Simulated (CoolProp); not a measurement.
Vapour-liquid equilibrium of CH2F2 (R32) (1) + propane (2) at -21.95 °C; x and y are mole fractions of (1).

The numbers come from the multi-fluid Helmholtz-energy mixture model, Tillner-Roth 1997 and Lemmon 2009; pair parameters Bell 2016 in CoolProp.

| x | bubble pressure, mixture model (bar) | bubble pressure, Raoult's law (bar) | y, mixture model | y, Raoult's law |
|---|---|---|---|---|
| 0.05 | 3.323 | 2.353 | (withheld) | 0.080 |
| 0.125 | (withheld) | 2.464 | 0.494 | 0.191 |
| 0.2 | (withheld) | 2.576 | 0.561 | 0.292 |
| 0.275 | (withheld) | 2.688 | 0.594 | 0.385 |
| 0.35 | 5.168 | 2.799 | (withheld) | 0.471 |
| 0.425 | 5.213 | 2.911 | 0.617 | 0.550 |
| 0.5 | 5.228 | 3.023 | 0.621 | 0.623 |
| 0.575 | 5.234 | 3.134 | (withheld) | 0.691 |
| 0.65 | 5.235 | 3.246 | (withheld) | 0.754 |
| 0.725 | 5.220 | 3.358 | 0.638 | 0.813 |
| 0.8 | 5.153 | 3.469 | (withheld) | 0.869 |
| 0.875 | 4.952 | 3.581 | 0.709 | 0.920 |
| 0.95 | 4.441 | 3.693 | 0.824 | 0.969 |

What belongs in the gaps?


- 0.05, y, mixture model: 0.324
- 0.125, bubble pressure, mixture model (bar): 4.292
- 0.2, bubble pressure, mixture model (bar): 4.804
- 0.275, bubble pressure, mixture model (bar): 5.056
- 0.35, y, mixture model: 0.610
- 0.575, y, mixture model: 0.624
- 0.65, y, mixture model: 0.628
- 0.8, y, mixture model: 0.661

The largest gap from Raoult's law is +88.1 % in bubble pressure, at x = 0.275. y crosses x between x = 0.575 and 0.65: the model has an azeotrope there.

The pair parameters rest on a limited set of measurements; away from them the model extrapolates. With so large a gap from Raoult's law the liquid may split in two, which this calculation doesn't test in full.
